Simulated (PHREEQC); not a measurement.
Make-up at 20 °C and 100 atm: 0.62 mol/kgw KCl and 0.0043 mol/kgw Na2B4O7. Closed to the air; pH follows from the charge balance.

Model: Pitzer model, pitzer.dat, run in PHREEQC.

### Question
The ionic strength comes out as 0.629 mol/kgw. What activity coefficients do B4O5(OH)4-2, Cl-, K+, B(OH)4-, OH- get?

### Answer
B4O5(OH)4-2 0.074, Cl- 0.63, K+ 0.63, B(OH)4- 0.56, OH- 0.70. Single-ion values are on the MacInnes scale.

Precipitation was switched off in this run. Under pressure, the constants of complexes without a molar volume in the database are unreliable.
